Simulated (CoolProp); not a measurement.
Aqueous ammonia as a coolant, 21 % by mass, freezing at -39.7 °C, 1 atm.

Model: Melinder's fits for secondary coolants, in CoolProp.

```
T (°C)  Prandtl number  cp (kJ/(kg K))  density (kg/m³)  viscosity (mPa s)
------  --------------  --------------  ---------------  -----------------
-23.3             59.2           4.273            936.9               5.54
-18.9             47.5           4.263            935.6               4.54
-14.4             38.5           4.255            934.1               3.76
-10               31.9           4.247            932.6               3.17
-5.5              26.6           4.240            931.0               2.70
-1.1              22.6           4.234            929.2               2.34
3.4               19.3           4.229            927.4               2.03
7.8               16.6           4.224            925.4               1.79
12.2              14.4           4.220            923.4               1.58
16.7              12.5           4.216            921.2               1.40
21.1              11.0           4.212            919.0               1.24
```
